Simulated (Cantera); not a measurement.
Source: NASA polynomial tables (part measured, part estimated), evaluated in Cantera. Values are per mole of reaction as written; species without (g) are pure solids or liquids, kept so even where they would boil at 1 bar.

2 B₂O₃(g) + 4 NO(g) ⇌ 5 O₂(g) + 4 BN, with ΔH° = 303.2 kJ and ΔS° = -325.8 J/K at 300 K.

Task: How far is the shortcut ΔG° ≈ ΔH°(300 K) − T·ΔS°(300 K) from the full temperature-dependent value at 400, 600, 800, 1000, 1200, 1400, 1600 K?

Result: 
| T (K) | shortcut (kJ) | full (kJ) | difference (kJ) | difference in log10 K |
|---|---|---|---|---|
| 400 | 433.5 | 433.8 | -0.3 | 0.05 |
| 600 | 498.7 | 500.5 | -1.8 | 0.16 |
| 800 | 563.8 | 566.8 | -3.0 | 0.19 |
| 1000 | 629.0 | 632.3 | -3.3 | 0.17 |
| 1200 | 694.2 | 696.8 | -2.6 | 0.11 |
| 1400 | 759.3 | 760.4 | -1.1 | 0.04 |
| 1600 | 824.5 | 823.2 | 1.3 | -0.04 |
The shortcut ignores the heat-capacity change of the reaction.
